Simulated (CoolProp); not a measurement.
A single-stage vapour-compression cycle with isobutene: evaporating at 269.15 K (dew point), condensing at 316.15 K (bubble point), superheat 8 K, subcooling 0 K, compressor efficiency 0.65, no pressure losses. Each further row changes one setting.

The numbers come from the reference Helmholtz-energy equation of state, Lemmon 2005 in CoolProp. It is a short technical equation, of lower accuracy than the large ones.

```csv
case,cooling COP,pressure ratio,discharge temperature (K),refrigerating effect (kJ/kg),volumetric capacity (kJ/m³)
as stated,3.06,4.47,341.5,291,840
evaporating temperature 274.15 K,3.56,3.71,338.9,297,1020
condensing temperature 311.15 K,3.52,?,335.5,303,875
subcooling 5 K,?,4.47,341.5,303,875
superheat 18 K,?,4.47,351.9,?,?
compressor efficiency 0.55,?,4.47,?,291,840
```

Q: Some entries are withheld; supply them.

A: 
- condensing temperature 311.15 K, pressure ratio: 3.90
- subcooling 5 K, cooling COP: 3.19
- superheat 18 K, cooling COP: 3.09
- superheat 18 K, refrigerating effect (kJ/kg): 306
- superheat 18 K, volumetric capacity (kJ/m³): 850
- compressor efficiency 0.55, cooling COP: 2.59
- compressor efficiency 0.55, discharge temperature (K): 350.5
